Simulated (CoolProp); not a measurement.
Vapour-liquid equilibrium of ethanol (1) + hexamethyldisiloxane (MM) (2) at 6.43 bar; x and y are mole fractions of (1).

Model: multi-fluid Helmholtz-energy mixture model, Schroeder 2014 and Thol 2016; pair parameters Bell 2016, in CoolProp.

Task: Give the bubble temperature and the first vapour's composition at x = 0.45, 0.65, 0.85. Is there an azeotrope?

Result: x = 0.45: 413.0 K, y = 0.662; x = 0.65: 409.5 K, y = 0.754; x = 0.85: 407.6 K, y = 0.870. No azeotrope shows between x = 0.05 and 0.95.

The pair parameters rest on a limited set of measurements; away from them the model extrapolates.
